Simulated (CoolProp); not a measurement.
Octamethyltrisiloxane (MDM) along the isobar 6100 kPa: density (kg/m³) from the reference equation and from simpler models built on Tc = 292.2 °C, pc = 1438 kPa, ω = 0.528; each cubic takes its own stable root.

Computed with CoolProp (reference Helmholtz-energy equation of state, Thol 2017).

```
T (°C)   phase  reference  Redlich-Kwong  Peng-Robinson
------  ------  ---------  -------------  -------------
32.75   liquid      816.3          706.1          824.2
40.85   liquid      808.6          700.8          819.2
48.95   liquid      800.8          695.5          814.1
57.05   liquid      793.1          690.0          808.8
65.15   liquid      785.3          684.5          803.3
73.25   liquid      777.5          678.9          797.7
81.35   liquid      769.6          673.2          791.9
89.45   liquid      761.7          667.4          785.8
97.55   liquid      753.8          661.5          779.6
105.75  liquid      745.7          655.5          773.1
```
